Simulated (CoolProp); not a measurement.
Properties of 1-butene along the isobar 5.37 MPa (Tc = 419.3 K, pc = 4.006 MPa, ω = 0.192).

Computed with CoolProp (reference Helmholtz-energy equation of state, Lemmon 2005). It is a short technical equation, of lower accuracy than the large ones.

```tsv
T (K)	phase	cp (kJ/(kg K))	Joule-Thomson coefficient (K/MPa)
200.1	liquid	1.957	…
217.7	liquid	1.996	-0.4932
235.3	liquid	…	-0.4650
252.8	liquid	…	…
270.4	liquid	…	…
288	liquid	…	…
305.5	liquid	2.303	-0.2810
323.1	liquid	2.392	-0.2038
```

**Question.** Complete the blanks.

**Answer.** 
- 200.1, Joule-Thomson coefficient (K/MPa): -0.5163
- 235.3, cp (kJ/(kg K)): 2.043
- 252.8, cp (kJ/(kg K)): 2.096
- 252.8, Joule-Thomson coefficient (K/MPa): -0.4314
- 270.4, cp (kJ/(kg K)): 2.157
- 270.4, Joule-Thomson coefficient (K/MPa): -0.3908
- 288, cp (kJ/(kg K)): 2.226
- 288, Joule-Thomson coefficient (K/MPa): -0.3415
